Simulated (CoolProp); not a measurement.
Computed with CoolProp (reference Helmholtz-energy equation of state, Tillner-Roth 1994).

Give the vapour pressure (MPa), liquid density (kg/m³), enthalpy of vaporisation (kJ/kg), vapour Z of saturated R134a at 333.6 K.


| T (K) | p (MPa) | liquid density (kg/m³) | enthalpy of vaporisation (kJ/kg) | vapour Z |
|---|---|---|---|---|
| 333.6 | 1.70 | 1050 | 139 | 0.707 |
